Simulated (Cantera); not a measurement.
An adiabatic, constant-pressure homogeneous reactor starts with 5.85 % CH4, 3.39 % H2, 18.4 % O2, 69.0 % N2, 3.34 % H2O, at 1300 K and 10.9 atm.

Cantera simulation using GRI-Mech 3.0 (53 species, 325 reactions); the numbers are that mechanism's predictions, not measurements.

Task: Predict: time of steepest temperature rise; temperature at 0.300 s; equilibrium temperature; x(H2) at 0.300 s; x(O2) at 0.300 s; x(HO2) at 0.300 s; x(NO) at 0.300 s.

Result: 
| Quantity | Value |
|---|---|
| time of steepest temperature rise | 0.133 ms |
| temperature at 0.300 s | 2584 K |
| equilibrium temperature | 2584 K |
| x(H2) at 0.300 s | 0.00226 (gas-phase equilibrium 0.00226) |
| x(O2) at 0.300 s | 0.0449 (gas-phase equilibrium 0.0449) |
| x(HO2) at 0.300 s | 1.35e-5 (gas-phase equilibrium 1.35e-5) |
| x(NO) at 0.300 s | 0.0115 (gas-phase equilibrium 0.0115) |
